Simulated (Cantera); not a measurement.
A perfectly stirred reactor is fed with 1.54 % CH₃OH, 2.12 % O₂, 96.3 % N₂, at 3750 Torr; it is held at 1275 K, and followed from long to short residence time.

Cantera simulation using GRI-Mech 3.0 (53 species, 325 reactions); the numbers are that mechanism's predictions, not measurements. GRI-Mech 3.0 was tuned for natural gas; its chemistry of methanol as a main component is partial and can be far from experiment. The temperature is held fixed by assumption; the heat of reaction is taken as removed at once.

One state of this run: x CH₃OH = 3.55e-6; x O₂ = 0.000137; x HCO = 1.12e-8; x H = 4.81e-5; x C₂H = <1e-12; x C₂H₄ = 3.79e-9. x: mole fraction; the columns are a selection and need not sum to one.

Problem. Which value of τ (s) does it belong to?
(A) 0.053
(B) 0.010
(C) 0.031
(D) 0.16

Solution. D, 0.16
